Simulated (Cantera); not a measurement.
A perfectly stirred reactor is fed with 6.38 % CH4, 19.6 % O2, 74.0 % N2, equivalence ratio 0.65, at 0.840 bar; it is adiabatic with a 625 K inlet, and is followed from long to short residence time, starting on the burning branch (τ in s: 0.021, 0.0074, 0.0027, 0.00095, 0.00034, 0.00012, 4.4e-05, 1.6e-05, 5.7e-06).

Cantera simulation using GRI-Mech 3.0 (53 species, 325 reactions); the numbers are that mechanism's predictions, not measurements.

### Question
Predict: blow-out, bracketed by the residence times tried; x(CH4) at τ = 21.0 ms; x(O2) at τ = 21.0 ms; x(N2O) at τ = 21.0 ms; x(H2O) at τ = 21.0 ms; x(HCN) at τ = 21.0 ms; x(CH4) at τ = 0.340 ms; x(O2) at τ = 0.340 ms; x(N2O) at τ = 0.340 ms; x(H2O) at τ = 0.340 ms; x(HCN) at τ = 0.340 ms.

### Answer
```
Item                                                                           Result
------------------------------------------------  -----------------------------------
blow-out, bracketed by the residence times tried  burning at 0.120 ms, out at 44.0 µs
x(CH4) at τ = 21.0 ms                                                         1.66e-5
x(O2) at τ = 21.0 ms                                                           0.0687
x(N2O) at τ = 21.0 ms                                                         3.92e-7
x(H2O) at τ = 21.0 ms                                                           0.125
x(HCN) at τ = 21.0 ms                                                         2.51e-8
x(CH4) at τ = 0.340 ms                                                       0.000341
x(O2) at τ = 0.340 ms                                                          0.0744
x(N2O) at τ = 0.340 ms                                                        2.31e-7
x(H2O) at τ = 0.340 ms                                                          0.115
x(HCN) at τ = 0.340 ms                                                        1.29e-7
```
